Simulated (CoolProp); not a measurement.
Properties of nitrogen at several states.

Computed with CoolProp (reference Helmholtz-energy equation of state, Span 2000).

```tsv
T (°C)	p (kPa)	phase	cp (kJ/(kg K))	viscosity (µPa s)
704.35	30	gas	1.163	40.9
114.45	77.4	gas	1.044	21.7
263.95	1290	gas	1.068	27.5
384.05	897	gas	1.090	31.5
```

Viscosity comes from a separate model (Lemmon 2004).
